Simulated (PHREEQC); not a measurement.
Make-up at 55 °C: 0.036 mol HNO3, 0.0029 mol FeCl3 and 0.12 mol MnSO4 per kg of water. Closed to the air; pH follows from the charge balance.

Computed with PHREEQC (ion-association model, phreeqc.dat).

This is a speciation only: nothing precipitates in the calculation.

### Question
Order these Mn species by the share of Mn that they hold, largest first: Mn+2, MnSO4, MnCl+.

### Answer
Mn+2 (55 %), MnSO4 (44 %), MnCl+ (0.50 %)

### Question
Order these Cl species by the share of Cl that they hold, largest first: MnCl+, Cl-, FeCl+2.

### Answer
Cl- (93 %), MnCl+ (6.9 %), FeCl+2 (0.13 %)

The pH is 2.05 and the ionic strength 0.254 mol/kgw. Examples of supersaturated solids here: Hematite (slow to form), Goethite (slow to form). Others may be too. Species that the database lacks are ignored. Constants without temperature data keep their 25 °C values here.
